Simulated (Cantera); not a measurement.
Cantera run, input and output.

```python
import numpy as np
import cantera as ct

gas = ct.Solution("gri30.yaml")
gas.TPX = 1325, 101325, {'CO': 0.0016, 'O2': 0.0024, 'H2O': 0.00024, 'N2': 1}
reactor = ct.IdealGasConstPressureReactor(gas, energy="off", clone=False)
net = ct.ReactorNet([reactor])
net.rtol, net.atol = 1e-08, 1e-18
show = ['CO', 'O2', 'H2O', 'H2O2', 'O', 'NO', 'H']
times = np.geomspace(2e-05, 1, 9)

steps = ct.SolutionArray(gas, extra=["t"])
rows = []
print(f"{'t/s':>10s}{'T/K':>9s}{'P/Pa':>11s}" + "".join(f"{s:>11s}" for s in show))
for t in times:
    while net.time < t:
        t_next = net.step()
        steps.append(gas.state, t=t_next)
    rows.append([np.interp(t, steps.t, y) for y in (steps.T, steps.P, *steps(*show).X.T)])
    print(f"{t:10.3e}{rows[-1][0]:9.1f}{rows[-1][1]:11.4g}" + "".join(f"{x:11.3e}" for x in rows[-1][2:]))
rate = np.gradient(steps.T, steps.t)
print("integrator steps:", len(steps.t))
if steps.T.max() > steps.T[0] + 200:
    print(f"time of steepest temperature rise: {steps.t[rate.argmax()]:.4e} s")
gas.TPX = 1325, 101325, {'CO': 0.0016, 'O2': 0.0024, 'H2O': 0.00024, 'N2': 1}
gas.equilibrate("TP")
print(f"equilibrium (TP): T = {gas.T:.1f} K  " + "  ".join(f"{s} {gas[s].X[0]:.3e}" for s in show))
```

Result:

```
       t/s      T/K       P/Pa         CO         O2        H2O       H2O2          O         NO          H
 2.000e-05   1325.0  1.013e+05  1.593e-03  2.390e-03  2.390e-04  3.491e-19  2.284e-11  9.027e-20  5.063e-15
 7.734e-05   1325.0  1.013e+05  1.593e-03  2.390e-03  2.390e-04  3.503e-18  8.807e-11  1.655e-18  1.009e-13
 2.991e-04   1325.0  1.013e+05  1.593e-03  2.390e-03  2.390e-04  2.165e-17  3.380e-10  3.082e-17  2.255e-12
 1.156e-03   1325.0  1.013e+05  1.593e-03  2.390e-03  2.390e-04  2.342e-16  1.351e-09  5.119e-16  4.048e-11
 4.472e-03   1325.0  1.013e+05  1.593e-03  2.390e-03  2.390e-04  9.668e-15  1.137e-08  1.199e-14  8.828e-10
 1.729e-02   1325.0  1.013e+05  1.577e-03  2.376e-03  2.372e-04  1.075e-10  1.057e-05  4.848e-11  1.124e-06
 6.687e-02   1325.0  1.013e+05  2.691e-04  1.709e-03  2.258e-04  1.610e-09  4.063e-05  4.330e-07  8.827e-06
 2.586e-01   1325.0  1.013e+05  1.939e-05  1.601e-03  2.371e-04  1.651e-10  3.316e-06  6.386e-07  2.350e-07
 1.000e+00   1325.0  1.013e+05  1.025e-06  1.594e-03  2.386e-04  1.897e-11  3.406e-07  6.802e-07  7.954e-09
integrator steps: 1067
equilibrium (TP): T = 1325.0 K  CO 1.005e-08  O2 1.572e-03  H2O 2.391e-04  H2O2 6.314e-13  O 1.092e-08  NO 4.542e-05  H 4.652e-11
```

Detailed kinetics in Cantera: GRI-Mech 3.0 (53 species, 325 reactions).
